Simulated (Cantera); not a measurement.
Feed: 1 mol SiO₂, 1.6 mol H₂, held at 1875 K and 0.470 bar.

Cantera equilibrium calculation (NASA polynomials, part measured and part estimated; ideal gas, pure solids and liquids). Candidate condensed phases: H₂O, Si, SiO₂; 18 gas species. The tables hold silica as quartz up to 1696 K and as liquid above; real silica turns to tridymite and cristobalite and melts near 1996 K. The numbers say what is thermodynamically allowed, not how fast it happens.

Base state: H₂ 0.990, SiO 0.00433, H₂O 0.00433, H 0.000952 (mole fractions); condensed: SiO₂(condensed).

Task: What changes in the equilibrium state with this change: SiO₂ replaced by V₂O₃?

Result: 
| species | before | after |
|---|---|---|
| H₂ | 0.990 | 0.980 |
| H₂O | 0.00433 | 0.0189 |
| H | 0.000952 | 0.000947 |
| SiO | 0.00433 | 0 |
| SiO₂(condensed), mol | 0.993 | 0 |
| VO(s), mol | 0 | 0.0606 |
| V₂O₃(s), mol | 0 | 0.970 |
Mutual solubility and eutectic melting of coexisting phases are not modelled. VO: taken at fixed stoichiometry. Condensed phases not in the tables: the oxides between V₂O₃ and V₂O₅ other than VO₂. Further candidate phases: V, VO, V₂O₃, V₂O₄, V₂O₅.
